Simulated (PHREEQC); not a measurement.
## Copper plating or etch bath: speciation

A solution holds 0.002 mol/kgw Cu(BF4)2 and 0.079 mol/kgw Na2SO4, at 75 °C and 300 atm. Closed to the air; pH follows from the charge balance.

All values are PHREEQC results (ion-association model, phreeqc.dat), not measurements.

This is a speciation only: nothing precipitates in the calculation.

Estimate the pH, density.

pH 3.40; density 0.998 g/cm³.

In which forms is S present?

SO4-2 76 %, NaSO4- 20 %, HSO4- 3.0 %, CuSO4 1.2 % of the S.

Under pressure, the constants of complexes without a molar volume in the database are unreliable. At this temperature some constants are extrapolated from 25 °C, and those without enthalpy data are left unchanged. Real BF4- forms and hydrolyses slowly; the run takes it at equilibrium.
